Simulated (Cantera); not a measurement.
A perfectly stirred reactor is fed with CH4 : H2 : O2 = 0.015 : 1 : 0.006 (molar parts), equivalence ratio 88, at 0.0267 bar; it is held at 2475 K, and followed from long to short residence time.

Computed with Cantera and GRI-Mech 3.0 (53 species, 325 reactions). Radical loss at walls, strong at low pressure, is not modelled.

Problem. Predict: x(CH4) at τ = 0.400 s; x(H2) at τ = 0.400 s; x(O2) at τ = 0.400 s; x(CO) at τ = 0.400 s; x(H) at τ = 0.400 s; x(CH4) at τ = 27.0 ms; x(H2) at τ = 27.0 ms; x(O2) at τ = 27.0 ms; x(CO) at τ = 27.0 ms; x(H) at τ = 27.0 ms.

Solution. 
```json
{
  "x(CH4) at τ = 0.400 s": "4.71e-5",
  "x(H2) at τ = 0.400 s": "0.895",
  "x(O2) at τ = 0.400 s": "2.62e-7",
  "x(CO) at τ = 0.400 s": "0.0103",
  "x(H) at τ = 0.400 s": "0.0918",
  "x(CH4) at τ = 27.0 ms": "0.000737",
  "x(H2) at τ = 27.0 ms": "0.941",
  "x(O2) at τ = 27.0 ms": "8.65e-6",
  "x(CO) at τ = 27.0 ms": "0.00473",
  "x(H) at τ = 27.0 ms": "0.0421"
}
```
